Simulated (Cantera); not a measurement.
## Transport properties of process gases

Gas mixture: CO2 : C2H4 = 0.65 : 0.57 (molar parts), at 26000 Pa, frozen composition.

Cantera's kinetic-theory transport with the Lennard-Jones parameters of GRI-Mech 3.0, ideal gas; thermal conductivity in the mixture-averaged form. The composition is frozen, though it would react at the higher temperatures.

```
T (K)  ρ (kg/m³)  cp (J/kg/K)  μ (µPa s)  λ (mW/m/K)     Pr  D (cm²/s) CH4  D (cm²/s) H2  D (cm²/s) CH3
-----  ---------  -----------  ---------  ----------  -----  -------------  ------------  -------------
400        0.286         1274       16.9        28.9  0.744           1.14          4.13           1.15
500        0.229         1446       20.6        39.7  0.750           1.71          6.06           1.72
600        0.191         1597       24.0        50.7  0.756           2.36          8.26           2.37
700        0.163         1721       27.1        61.5  0.759           3.09          10.7           3.11
800        0.143         1822       30.1        72.1  0.760           3.90          13.4           3.92
900        0.127         1908       32.8        82.3  0.761           4.77          16.3           4.80
1000       0.114         1994       35.5        92.3  0.767           5.71          19.5           5.75
1100       0.104         2061       38.0         102  0.768           6.72          22.8           6.76
```
D: mixture-averaged diffusion coefficient of that species in the mixture.
